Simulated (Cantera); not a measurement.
Adiabatic ignition

An adiabatic, constant-pressure homogeneous reactor starts with 22.7 % CH3OH, 16.2 % O2, 61.1 % N2, equivalence ratio 2.1, at 1075 K and 23.0 bar.

Cantera simulation using GRI-Mech 3.0 (53 species, 325 reactions); the numbers are that mechanism's predictions, not measurements. GRI-Mech 3.0 was tuned for natural gas; its chemistry of methanol as a main component is partial and can be far from experiment. The pressure lies above the range GRI-Mech 3.0 was tuned for (to about 10 atm).

```json
[
 {"t (s)": "5.00e-6", "T (K)": "1075", "x CH3OH": "0.227", "x O2": "0.162", "x H": "2.26e-12", "x C2H2": "<1e-12", "x OH": "1.87e-12", "x C2H6": "<1e-12"},
 {"t (s)": "1.13e-5", "T (K)": "1075", "x CH3OH": "0.227", "x O2": "0.162", "x H": "2.27e-12", "x C2H2": "<1e-12", "x OH": "1.87e-12", "x C2H6": "<1e-12"},
 {"t (s)": "2.55e-5", "T (K)": "1075", "x CH3OH": "0.227", "x O2": "0.162", "x H": "2.28e-12", "x C2H2": "<1e-12", "x OH": "1.87e-12", "x C2H6": "<1e-12"},
 {"t (s)": "5.74e-5", "T (K)": "1075", "x CH3OH": "0.227", "x O2": "0.162", "x H": "2.31e-12", "x C2H2": "<1e-12", "x OH": "1.87e-12", "x C2H6": "<1e-12"},
 {"t (s)": "0.000130", "T (K)": "1075", "x CH3OH": "0.227", "x O2": "0.162", "x H": "2.39e-12", "x C2H2": "<1e-12", "x OH": "1.89e-12", "x C2H6": "<1e-12"},
 {"t (s)": "0.000292", "T (K)": "1075", "x CH3OH": "0.227", "x O2": "0.162", "x H": "2.61e-12", "x C2H2": "<1e-12", "x OH": "2.07e-12", "x C2H6": "<1e-12"},
 {"t (s)": "0.000660", "T (K)": "1075", "x CH3OH": "0.227", "x O2": "0.162", "x H": "3.46e-12", "x C2H2": "<1e-12", "x OH": "3.29e-12", "x C2H6": "<1e-12"},
 {"t (s)": "0.00149", "T (K)": "1075", "x CH3OH": "0.227", "x O2": "0.162", "x H": "7.04e-12", "x C2H2": "<1e-12", "x OH": "1.00e-11", "x C2H6": "1.05e-12"},
 {"t (s)": "0.00336", "T (K)": "1075", "x CH3OH": "0.227", "x O2": "0.162", "x H": "3.01e-11", "x C2H2": "<1e-12", "x OH": "5.82e-11", "x C2H6": "2.30e-12"},
 {"t (s)": "0.00758", "T (K)": "1124", "x CH3OH": "0.206", "x O2": "0.149", "x H": "1.23e-7", "x C2H2": "<1e-12", "x OH": "2.81e-7", "x C2H6": "4.23e-12"},
 {"t (s)": "0.0171", "T (K)": "2240", "x CH3OH": "3.85e-11", "x O2": "2.19e-7", "x H": "0.000552", "x C2H2": "4.21e-12", "x OH": "0.000125", "x C2H6": "<1e-12"},
 {"t (s)": "0.0386", "T (K)": "2240", "x CH3OH": "3.85e-11", "x O2": "2.19e-7", "x H": "0.000552", "x C2H2": "4.21e-12", "x OH": "0.000125", "x C2H6": "<1e-12"},
 {"t (s)": "0.0871", "T (K)": "2240", "x CH3OH": "3.85e-11", "x O2": "2.19e-7", "x H": "0.000552", "x C2H2": "4.21e-12", "x OH": "0.000125", "x C2H6": "<1e-12"},
 {"t (s)": "0.196", "T (K)": "2240", "x CH3OH": "3.85e-11", "x O2": "2.19e-7", "x H": "0.000552", "x C2H2": "4.21e-12", "x OH": "0.000125", "x C2H6": "<1e-12"},
 {"t (s)": "0.443", "T (K)": "2240", "x CH3OH": "3.85e-11", "x O2": "2.19e-7", "x H": "0.000552", "x C2H2": "4.21e-12", "x OH": "0.000125", "x C2H6": "<1e-12"},
 {"t (s)": "1.00", "T (K)": "2240", "x CH3OH": "3.85e-11", "x O2": "2.19e-7", "x H": "0.000552", "x C2H2": "4.21e-12", "x OH": "0.000125", "x C2H6": "<1e-12"}
]
```
x: mole fraction; the columns are a selection and need not sum to one.

time of steepest temperature rise: 7.66 ms
temperature at 1.00 s: 2240 K
equilibrium temperature: 2240 K
x(CH3OH) at 1.00 s: 3.85e-11 (gas-phase equilibrium 3.94e-11)
x(O2) at 1.00 s: 2.19e-7 (gas-phase equilibrium 2.19e-7)
x(H) at 1.00 s: 0.000552 (gas-phase equilibrium 0.000552)
